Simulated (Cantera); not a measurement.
Input: 1 mol Pb, 3 mol N2, equilibrated at 0.165 Torr.

These are equilibrium values from Cantera (NASA tables, ideal gas, pure condensed phases), not measurements of a reactor. Candidate condensed phases: Pb; 4 gas species. Kinetics and transport are ignored.

### Question
Which condensed phases are stable at each of these points (T (K)): 898, 998, 1098, 1198, 1298, 1398, 1498?

### Answer
```tsv
T (K)	condensed phases	Pb condensed (%)
898	Pb(l)	98.2
998	Pb(l)	77.3
1098	gas only	0.0
1198	gas only	0.0
1298	gas only	0.0
1398	gas only	0.0
1498	gas only	0.0
```

From 898 K to 998 K the condensed part is Pb(l). From 1098 K to 1498 K nothing is condensed.
